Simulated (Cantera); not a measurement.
An isothermal, constant-pressure homogeneous reactor starts with CH₄ : H₂O = 1 : 1.6 (molar parts), at 2150 K and 520000 Pa.

Detailed kinetics in Cantera: GRI-Mech 3.0 (53 species, 325 reactions).

One state of this run: x CH₄ = 2.23e-7; x H₂O = 0.123; x CO = 0.210; x O₂ = 4.64e-9; x C₂H₄ = 1.76e-12. x: mole fraction; the columns are a selection and need not sum to one.

Q: Which value of t (s) does it belong to?
(A) 0.000300
(B) 0.00116
(C) 0.00452
(D) 3.98

A: D, 3.98
